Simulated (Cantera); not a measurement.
Feed: 1 mol MgF₂, 1.8 mol N₂, at 1873 K.

Method: chemical equilibrium by Gibbs-energy minimisation in Cantera with the NASA 1993 tables (ideal gas, pure condensed phases). Candidate condensed phases: Mg, MgF₂; 13 gas species. Rates play no part.

Problem. What share of the Mg ends up in condensed phases as a function of P (Pa), at 0.100, 1, 10, 100, 1000, 10000, 100000?

Solution. 
```json
[
 {"P (Pa)": "0.100", "Mg condensed (%)": "0.0", "as": "-"},
 {"P (Pa)": "1", "Mg condensed (%)": "0.0", "as": "-"},
 {"P (Pa)": "10", "Mg condensed (%)": "0.0", "as": "-"},
 {"P (Pa)": "100", "Mg condensed (%)": "0.0", "as": "-"},
 {"P (Pa)": "1000", "Mg condensed (%)": "0.0", "as": "-"},
 {"P (Pa)": "10000", "Mg condensed (%)": "84.0", "as": "MgF₂(l)"},
 {"P (Pa)": "100000", "Mg condensed (%)": "98.5", "as": "MgF₂(l)"}
]
```
